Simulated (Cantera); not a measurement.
A perfectly stirred reactor is fed with 11.6 % CH₄, 88.4 % CO₂, at 760 Torr; it is held at 1723 K, and followed from long to short residence time.

Detailed kinetics in Cantera: GRI-Mech 3.0 (53 species, 325 reactions).

x: mole fraction; the columns are a selection and need not sum to one.

```
τ (s)       x CH₄  x CO₂    x H₂O   x CH₂O    x HCO
-------  --------  -----  -------  -------  -------
23       0.000282  0.469    0.155  4.98e-7  6.81e-9
3.9       0.00140  0.474    0.154  2.59e-6  7.68e-9
0.67      0.00494  0.500    0.149  1.12e-5  1.12e-8
0.12          [?]    [?]      [?]      [?]      [?]
0.020         [?]    [?]      [?]  6.47e-5      [?]
0.0034     0.0808  0.834   0.0216  6.20e-5  4.49e-8
0.00059     0.108  0.878  0.00159  4.64e-5  2.73e-8
```

Some entries are withheld; supply them.


- 0.12, x CH₄: 0.0131
- 0.12, x CO₂: 0.582
- 0.12, x H₂O: 0.134
- 0.12, x CH₂O: 3.77e-5
- 0.12, x HCO: 2.13e-8
- 0.020, x CH₄: 0.0375
- 0.020, x CO₂: 0.714
- 0.020, x H₂O: 0.0869
- 0.020, x HCO: 3.70e-8
